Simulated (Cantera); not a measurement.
Charge: 1 mol FeS, 1.3 mol H2S, 29 mol N2, at 0.133 bar.

These are equilibrium values from Cantera (NASA tables, ideal gas, pure condensed phases), not measurements of a reactor. Candidate condensed phases: Fe, FeS, FeS2, S; 16 gas species. FeS: taken at fixed stoichiometry. Gases not in the tables: S3 to S7. The numbers say what is thermodynamically allowed, not how fast it happens.

Problem. Which condensed phases are stable at each of these points (T (°C)): 827, 927, 1027, 1127, 1227, 1327, 1427, 1527?

Solution. 
```
T (°C)  condensed phases  Fe condensed (%)
------  ----------------  ----------------
827               FeS(s)             100.0
927               FeS(s)             100.0
1027              FeS(s)             100.0
1127              FeS(s)             100.0
1227              FeS(l)             100.0
1327              FeS(l)             100.0
1427              FeS(l)             100.0
1527              FeS(l)              99.7
```

From 827 °C to 1127 °C the condensed part is FeS(s). From 1227 °C to 1527 °C the condensed part is FeS(l).
